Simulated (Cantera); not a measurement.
What does this Cantera script print?

```python
import numpy as np
import cantera as ct

gas_names = [...]  # 45 gases of nasa_gas.yaml made of Al, Cl, H, N, O
cond_names = """
    AL(cr) AL(L) ALCL3(s) ALCL3(L) ALN(s) AL2O3(a) AL2O3(L) H2O(s) H2O(L) NH4CL(a) NH4CL(b)
""".split()


# ... load() reads the species with a 1 bar reference pressure and builds the phases ...
atoms = {
    'AlCl3': {'AL': 1, 'CL': 3},
    'HCl': {'H': 1, 'CL': 1},
    'N2': {'N': 2},
    'N2O': {'N': 2, 'O': 1},
}
top_T = {'ALN(s)': 2750}  # K; cautious upper limits of use, not melting points


# ... equilibrate(T, P, feed) seeds the gas with the atoms and calls Mixture.equilibrate('TP', solver="vcs", rtol=1e-11, max_steps=5000) ...
results = []
feed = {'AlCl3': 1, 'HCl': 4.4, 'N2': 14, 'N2O': 2.5}  # mol
P = 19  # Pa
for T in [975, 1075, 1175, 1275, 1375, 1475, 1575, 1675, 1775, 1875]:
    mix = equilibrate(T, P, feed)
    results.append((T, P, feed, dict(zip(mix.species_names, mix.species_moles))))

top = {s: max(r[3][s] / sum(r[3][g] for g in gas_names) for r in results) for s in gas_names}
cols = sorted((s for s in top if top[s] > 1e-05), key=lambda s: -top[s])[:7]
seen = [c for c in cond_names if any(r[3].get(c, 0) > 1e-12 for r in results)]
print("log10 of partial pressures in bar; condensed amounts in mol")
print(f"{'T/K':>10s}" + "".join(f"{s[:9]:>10s}" for s in cols + seen))
for T, P, feed, n in results:
    ng = sum(n[g] for g in gas_names)
    print(f"{T:10.4g}" + "".join(f"{np.log10(max(n[s] / ng * P / 1e5, 1e-99)):10.3f}" for s in cols)
          + "".join(f"{n.get(c, 0):10.4g}" for c in seen))
```

Result:

```
log10 of partial pressures in bar; condensed amounts in mol
       T/K        N2       HCL        CL       CL2        O2       H2O         O  AL2O3(a)
       975    -3.865    -4.441    -6.037    -4.919    -5.388    -7.048   -12.836       0.5
      1075    -3.868    -4.443    -5.445    -4.975    -5.389    -7.291   -11.577       0.5
      1175    -3.875    -4.450    -5.010    -5.138    -5.396    -7.391   -10.534       0.5
      1275    -3.884    -4.459    -4.756    -5.501    -5.407    -7.260    -9.655    0.4999
      1375    -3.889    -4.466    -4.659    -6.054    -5.417    -6.904    -8.905       0.5
      1475    -3.891    -4.473    -4.628    -6.640    -5.432    -6.493    -8.258       0.5
      1575    -3.892    -4.485    -4.608    -7.167    -5.461    -6.140    -7.701       0.5
      1675    -3.893    -4.504    -4.585    -7.620    -5.512    -5.869    -7.223       0.5
      1775    -3.894    -4.531    -4.557    -8.010    -5.590    -5.677    -6.814    0.4999
      1875    -3.897    -4.565    -4.527    -8.348    -5.695    -5.553    -6.466    0.4996
```

Equilibrium computed with Cantera from the NASA thermochemical tables; the gas is ideal and each condensed phase is pure. Condensed phases not in the tables: AlOCl.
